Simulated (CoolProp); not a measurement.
The numbers come from the reference Helmholtz-energy equation of state, Thol 2021 in CoolProp.

For chlorine, give the phase and the cp (kJ/(kg K)), cv (kJ/(kg K)) at 279.6 K and 12.4 MPa; 383 K and 0.415 MPa; 203.9 K and 12.3 MPa.


- 279.6 K and 12.4 MPa: liquid; cp 0.941, cv 0.490
- 383 K and 0.415 MPa: gas; cp 0.516, cv 0.386
- 203.9 K and 12.3 MPa: liquid; cp 0.931, cv 0.519
